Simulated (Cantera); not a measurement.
An isothermal, constant-pressure homogeneous reactor starts with 3.75 % H2, 96.2 % O2, at 1448 K and 0.0120 bar.

Model: GRI-Mech 3.0 (53 species, 325 reactions), integrated in Cantera. Radical loss at walls, strong at low pressure, is not modelled. The temperature is held fixed by assumption; the heat of reaction is taken as removed at once.

x: mole fraction; the columns are a selection and need not sum to one.

| t (s) | x H2 | x O2 | x HO2 | x OH | x O |
|---|---|---|---|---|---|
| 0.000200 | 0.0375 | 0.962 | 2.88e-7 | 5.39e-7 | 6.12e-7 |
| 0.000843 | 0.0368 | 0.962 | 1.18e-6 | … | … |
| 0.00356 | 0.000491 | 0.929 | 1.13e-6 | 0.00508 | 0.0292 |
| 0.0150 | 0.000459 | 0.931 | 1.10e-6 | 0.00492 | 0.0272 |
| 0.0632 | 0.000354 | 0.939 | 9.87e-7 | 0.00434 | 0.0205 |
| 0.267 | 0.000146 | 0.952 | 6.41e-7 | 0.00280 | 0.00809 |
| 1.12 | … | 0.960 | … | … | … |
| 4.74 | 2.10e-6 | 0.961 | 6.04e-8 | 0.000338 | 0.000112 |
| 20.0 | 3.87e-7 | 0.962 | 7.96e-8 | 0.000145 | 2.07e-5 |

Task: What belongs in the gaps?

Result: 
- 0.000843, x OH: 0.000316
- 0.000843, x O: 0.000369
- 1.12, x H2: 2.17e-5
- 1.12, x HO2: 1.96e-7
- 1.12, x OH: 0.00109
- 1.12, x O: 0.00117
